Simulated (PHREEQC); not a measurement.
Alkaline etch or developer

Consider water at 25 °C with 0.047 mol/kgw TMAH and 0.00093 mol/kgw K2CO3. Closed to the air; pH follows from the charge balance.

Computed with PHREEQC (ion-association model, wateq4f.dat).

Each row changes one thing in this solution. No solid was allowed to form.

| case | pH | ionic strength (mol/kgw) | HCO3- (mol/kgw) |
|---|---|---|---|
| as made | 12.58 | 0.0498 | 2.95e-6 |
| TMAH from 0.047 to 0.0235 mol/kgw | 12.30 | 0.0263 | ? |
| diluted 100-fold with water | 10.66 | 0.000495 | 2.79e-6 |
| TMAH from 0.047 to 0.0423 mol/kgw | 12.54 | 0.0451 | ? |
| temperature from 25 to 35 °C | ? | 0.0498 | 5.03e-6 |
| K2CO3 replaced by Cs2CO3 at the same molality | 12.58 | 0.0498 | 2.95e-6 |
| TMAH from 0.047 to 0.0517 mol/kgw | 12.62 | 0.0545 | ? |
| TMAH from 0.047 to 0.094 mol/kgw | 12.86 | 0.0968 | 1.36e-6 |

Fill in the missing entries.


- TMAH from 0.047 to 0.0235 mol/kgw, HCO3- (mol/kgw): 6.31e-6
- TMAH from 0.047 to 0.0423 mol/kgw, HCO3- (mol/kgw): 3.31e-6
- temperature from 25 to 35 °C, pH: 12.27
- TMAH from 0.047 to 0.0517 mol/kgw, HCO3- (mol/kgw): 2.65e-6

(CH3)4N+ isn't in the database: it is added as a free cation with an ion size of 4 Å.
